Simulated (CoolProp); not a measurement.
R1336mzz(Z) along the isobar 3.1 MPa: fugacity coefficient from the reference equation and from simpler models built on Tc = 444.5 K, pc = 2.904 MPa, ω = 0.386; each cubic takes its own stable root.

Model: reference Helmholtz-energy equation of state, McLinden 2020, in CoolProp.

```json
[
 {"T (K)": "351.2", "phase": "liquid", "reference": "0.1314"},
 {"T (K)": "361.8", "phase": "liquid", "reference": "0.1676"},
 {"T (K)": "372.4", "phase": "liquid", "reference": "0.2096"},
 {"T (K)": "383.1", "phase": "liquid", "reference": "0.2578"},
 {"T (K)": "393.7", "phase": "liquid", "reference": "0.3109"},
 {"T (K)": "404.3", "phase": "liquid", "reference": "0.3691"},
 {"T (K)": "415", "phase": "liquid", "reference": "0.4322"},
 {"T (K)": "425.6", "phase": "liquid", "reference": "0.4980"},
 {"T (K)": "436.2", "phase": "liquid", "reference": "0.5655"},
 {"T (K)": "446.8", "phase": "supercritical", "reference": "0.6310"},
 {"T (K)": "457.5", "phase": "supercritical", "reference": "0.6723"},
 {"T (K)": "468.1", "phase": "supercritical", "reference": "0.7020"},
 {"T (K)": "478.7", "phase": "supercritical", "reference": "0.7273"},
 {"T (K)": "489.4", "phase": "supercritical", "reference": "0.7499"},
 {"T (K)": "500", "phase": "supercritical", "reference": "0.7699"}
]
```

How far does each simpler model (van der Waals, Redlich-Kwong, Soave-Redlich-Kwong, Peng-Robinson) lie from the reference over these 15 states: mean and median of the absolute difference, and the worst?


- van der Waals: mean 39.7 %, median 20.0 %, worst +147.3 % at 351.2 K and 3.1 MPa
- Redlich-Kwong: mean 17.0 %, median 9.5 %, worst +57.5 % at 351.2 K and 3.1 MPa
- Soave-Redlich-Kwong: mean 3.6 %, median 4.3 %, worst +5.3 % at 383.1 K and 3.1 MPa
- Peng-Robinson: mean 1.3 %, median 1.4 %, worst -1.7 % at 478.7 K and 3.1 MPa
